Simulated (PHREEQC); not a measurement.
A solution holds 4.1 mmol/kgw KCl, 2.2 mmol/kgw FeCl2 and 18 mmol/kgw NaCl, at 83 °C and 10 atm. Closed to the air; pH follows from the charge balance.

Model: ion-association model, phreeqc.dat, run in PHREEQC.

The ionic strength comes out as 0.0286 mol/kgw. What activity coefficients do Fe+2, FeCl+, FeOH+, Cl-, Na+ get?

Fe+2 0.51, FeCl+ 0.84, FeOH+ 0.84, Cl- 0.83, Na+ 0.84.

No solid was allowed to form. Away from 25 °C the constants follow the database's enthalpies or fits; those with neither stay at their 25 °C values.
